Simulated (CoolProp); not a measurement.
Model: reference Helmholtz-energy equation of state, Lemmon 2005, in CoolProp.

Question: For R125, give the phase and the cv (kJ/(kg K)), speed of sound (m/s), conductivity (mW/(m K)), Prandtl number at 146.75 °C and 0.0309 MPa.

Answer: 
- 146.75 °C and 0.0309 MPa: gas; cv 0.891, speed of sound 177, conductivity 23.8, Prandtl number 0.719

Viscosity comes from a separate model (Huber 2006). Thermal conductivity comes from a separate model (Perkins 2006).
